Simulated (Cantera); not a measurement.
Cantera run, input and output.

```python
import numpy as np
import cantera as ct

gas = ct.Solution("gri30.yaml", transport_model="multicomponent")
show = ['CH4', 'H', 'OH']

rows = []
print(f"{'T/K':>7s}{'rho':>11s}{'cp':>10s}{'mu':>11s}{'lambda':>11s}{'Pr':>7s}" + "".join(f"{'D_' + s:>11s}" for s in show))
for T in [400, 500, 600, 700, 800, 900, 1000, 1100, 1200]:
    gas.TPX = T, 4100, {'O2': 0.5}
    Pr = gas.cp_mass * gas.viscosity / gas.thermal_conductivity
    D = [gas.mix_diff_coeffs_mole[gas.species_index(s)] for s in show]
    rows.append([gas.density, gas.cp_mass, gas.viscosity, gas.thermal_conductivity, Pr, *D])
    print(f"{T:7g}{gas.density:11.4e}{gas.cp_mass:10.1f}{gas.viscosity:11.4e}"
          f"{gas.thermal_conductivity:11.4e}{Pr:7.3f}" + "".join(f"{d:11.4e}" for d in D))
print("SI units: kg/m3, J/kg/K, Pa s, W/m/K, m2/s")
```

Result:

```
    T/K        rho        cp         mu     lambda     Pr      D_CH4        D_H       D_OH
    400 3.9447e-02     941.4 2.5629e-05 3.3889e-02  0.712 9.3122e-04 5.2505e-03 1.3162e-03
    500 3.1557e-02     971.4 3.0045e-05 4.1059e-02  0.711 1.3733e-03 7.7463e-03 1.9274e-03
    600 2.6298e-02    1002.6 3.4077e-05 4.8102e-02  0.710 1.8783e-03 1.0597e-02 2.6243e-03
    700 2.2541e-02    1031.1 3.7824e-05 5.4934e-02  0.710 2.4417e-03 1.3778e-02 3.4013e-03
    800 1.9723e-02    1054.7 4.1353e-05 6.1465e-02  0.710 3.0603e-03 1.7270e-02 4.2540e-03
    900 1.7532e-02    1073.7 4.4705e-05 6.7676e-02  0.709 3.7314e-03 2.1059e-02 5.1789e-03
   1000 1.5779e-02    1090.2 4.7912e-05 7.3669e-02  0.709 4.4528e-03 2.5133e-02 6.1732e-03
   1100 1.4344e-02    1102.7 5.0995e-05 7.9351e-02  0.709 5.2226e-03 2.9479e-02 7.2343e-03
   1200 1.3149e-02    1114.2 5.3973e-05 8.4884e-02  0.708 6.0393e-03 3.4090e-02 8.3600e-03
SI units: kg/m3, J/kg/K, Pa s, W/m/K, m2/s
```

Computed with Cantera and GRI-Mech 3.0 (53 species, 325 reactions).
